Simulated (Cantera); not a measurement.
Cantera run:

```python
import numpy as np
import cantera as ct

gas_names = """
    CL CL2 H HCL H2 Si SiCL SiCL2 SiCL3 SiCL4 SiH SiHCL3 SiH2 SiH2CL2 SiH3 SiH3CL SiH4 Si2 Si3
""".split()
cond_names = """
    Si(cr) Si(L)
""".split()


def load(file, names, dense=False):
    # The tables refer to 1 bar. Condensed volumes are neglected.
    table = {s.name: s for s in ct.Species.list_from_file(file)}
    out = []
    for n in names:
        d = dict(table[n].input_data)
        d["thermo"] = dict(d["thermo"], **{"reference-pressure": 1e5})
        if dense:
            d["equation-of-state"] = {"model": "constant-volume", "density": "1e6 g/cm^3"}
        out.append(ct.Species.from_dict(d))
    return out


gas = ct.Solution(thermo="ideal-gas", species=load("nasa_gas.yaml", gas_names))
cond = {s.name: ct.Solution(thermo="fixed-stoichiometry", species=[s], name=s.name)
        for s in load("nasa_condensed.yaml", cond_names, dense=True)}
atoms = {
    'SiCl4': {'Si': 1, 'CL': 4},
    'Cl2': {'CL': 2},
    'H2': {'H': 2},
}
top_T = {}  # K; cautious upper limits of use, not melting points


def equilibrate(T, P, feed):
    n = {}
    for name, mol in feed.items():
        for a, k in atoms[name].items():
            n[a] = n.get(a, 0.0) + k * mol
    gas.TPX = T, P, n
    mass = sum(n.values()) * gas.mean_molecular_weight
    gas.equilibrate("TP")
    valid = [c for c in cond.values() if c.min_temp <= T <= top_T.get(c.name, c.max_temp)]
    mix = ct.Mixture([(gas, mass / gas.mean_molecular_weight)] + [(c, 0.0) for c in valid])
    mix.T, mix.P = T, P
    mix.equilibrate("TP", solver="vcs", rtol=1e-11, max_steps=5000)
    return mix


results = []
feed = {'SiCl4': 1, 'Cl2': 0.015, 'H2': 180}  # mol
P = 101325  # Pa
for T in [1048, 1098, 1148, 1198, 1248, 1298, 1348, 1398, 1448, 1498, 1548, 1598]:
    mix = equilibrate(T, P, feed)
    results.append((T, P, feed, dict(zip(mix.species_names, mix.species_moles))))
    x = sorted(zip(gas.X, gas.species_names), reverse=True)
    print(f"T = {T:g} K  P = {P:g} Pa  gas = {mix.phase_moles(0):.4g} mol")
    print("   x: " + "  ".join(f"{s} {v:.3e}" for v, s in x if v > 1e-06))
    print("   condensed (mol): " + ("  ".join(f"{mix.phase(i).name} {mix.phase_moles(i):.4g}"
          for i in range(1, mix.n_phases) if mix.phase_moles(i) > 1e-12) or "none"))
```

Output:

```
T = 1048 K  P = 101325 Pa  gas = 181.1 mol
   x: H2 9.887e-01  HCL 6.337e-03  SiHCL3 2.639e-03  SiCL4 1.654e-03  SiH2CL2 4.791e-04  SiCL3 8.262e-05  SiCL2 7.564e-05  SiH3CL 2.263e-05
   condensed (mol): Si(cr) 0.1028
T = 1098 K  P = 101325 Pa  gas = 181.3 mol
   x: H2 9.870e-01  HCL 8.667e-03  SiHCL3 2.215e-03  SiCL4 1.336e-03  SiH2CL2 4.391e-04  SiCL2 1.545e-04  SiCL3 1.212e-04  SiH3CL 2.306e-05
   condensed (mol): Si(cr) 0.2224
T = 1148 K  P = 101325 Pa  gas = 181.4 mol
   x: H2 9.852e-01  HCL 1.122e-02  SiHCL3 1.740e-03  SiCL4 9.874e-04  SiH2CL2 3.840e-04  SiCL2 2.802e-04  SiCL3 1.583e-04  SiH3CL 2.282e-05
   condensed (mol): Si(cr) 0.3518
T = 1198 K  P = 101325 Pa  gas = 181.6 mol
   x: H2 9.834e-01  HCL 1.372e-02  SiHCL3 1.256e-03  SiCL4 6.513e-04  SiCL2 4.504e-04  SiH2CL2 3.167e-04  SiCL3 1.821e-04  SiH3CL 2.183e-05
   condensed (mol): Si(cr) 0.4771
T = 1248 K  P = 101325 Pa  gas = 181.7 mol
   x: H2 9.819e-01  HCL 1.584e-02  SiHCL3 8.252e-04  SiCL2 6.418e-04  SiCL4 3.781e-04  SiH2CL2 2.447e-04  SiCL3 1.834e-04  SiH3CL 2.013e-05
   condensed (mol): Si(cr) 0.5831
T = 1298 K  P = 101325 Pa  gas = 181.8 mol
   x: H2 9.807e-01  HCL 1.739e-02  SiCL2 8.201e-04  SiHCL3 4.968e-04  SiCL4 1.951e-04  SiH2CL2 1.782e-04  SiCL3 1.636e-04  SiH3CL 1.795e-05  H 1.054e-06
   condensed (mol): Si(cr) 0.6595
T = 1348 K  P = 101325 Pa  gas = 181.9 mol
   x: H2 9.800e-01  HCL 1.834e-02  SiCL2 9.634e-04  SiHCL3 2.820e-04  SiCL3 1.336e-04  SiH2CL2 1.246e-04  SiCL4 9.299e-05  SiH3CL 1.565e-05  H 2.275e-06
   condensed (mol): Si(cr) 0.7065
T = 1398 K  P = 101325 Pa  gas = 182 mol
   x: H2 9.797e-01  HCL 1.887e-02  SiCL2 1.071e-03  SiHCL3 1.564e-04  SiCL3 1.037e-04  SiH2CL2 8.567e-05  SiCL4 4.292e-05  SiH3CL 1.349e-05  H 4.653e-06
   condensed (mol): Si(cr) 0.7318
T = 1448 K  P = 101325 Pa  gas = 182 mol
   x: H2 9.794e-01  HCL 1.914e-02  SiCL2 1.151e-03  SiHCL3 8.716e-05  SiCL3 7.897e-05  SiH2CL2 5.901e-05  SiCL4 1.991e-05  SiH3CL 1.161e-05  H 9.062e-06
   condensed (mol): Si(cr) 0.7435
T = 1498 K  P = 101325 Pa  gas = 182 mol
   x: H2 9.793e-01  HCL 1.926e-02  SiCL2 1.214e-03  SiCL3 6.000e-05  SiHCL3 4.952e-05  SiH2CL2 4.115e-05  H 1.689e-05  SiH3CL 1.003e-05  SiCL4 9.468e-06  SiH2 1.430e-06
   condensed (mol): Si(cr) 0.7476
T = 1548 K  P = 101325 Pa  gas = 182 mol
   x: H2 9.793e-01  HCL 1.930e-02  SiCL2 1.266e-03  SiCL3 4.591e-05  H 3.027e-05  SiH2CL2 2.917e-05  SiHCL3 2.889e-05  SiH3CL 8.722e-06  SiCL4 4.661e-06  SiH2 2.670e-06  SiH4 1.056e-06
   condensed (mol): Si(cr) 0.7475
T = 1598 K  P = 101325 Pa  gas = 182 mol
   x: H2 9.792e-01  HCL 1.930e-02  SiCL2 1.310e-03  H 5.233e-05  SiCL3 3.550e-05  SiH2CL2 2.106e-05  SiHCL3 1.733e-05  SiH3CL 7.638e-06  SiH2 4.792e-06  SiCL4 2.381e-06  SiH4 1.117e-06
   condensed (mol): Si(cr) 0.7451
```

Method: chemical equilibrium by Gibbs-energy minimisation in Cantera with the NASA 1993 tables (ideal gas, pure condensed phases). The tables' values for SiCl3 are old estimates; treat these amounts as uncertain.
